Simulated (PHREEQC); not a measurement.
## Buffer (model solution)

Make-up at 25 °C: 0.0029 mol H3PO4, 9.9e-05 mol NaOH and 0.00039 mol NaCl per kg of water. Closed to the air; pH follows from the charge balance.

The numbers come from PHREEQC with the ion-association model, phreeqc.dat.

This is a speciation only: nothing precipitates in the calculation.

Task: What pH, specific conductance, ionic strength does the model give?

Result: pH 2.69; specific conductance 846 µS/cm; ionic strength 0.00265 mol/kgw.

Task: In which forms is P present?

Result: H2PO4- 78 %, H3PO4 22 % of the P.
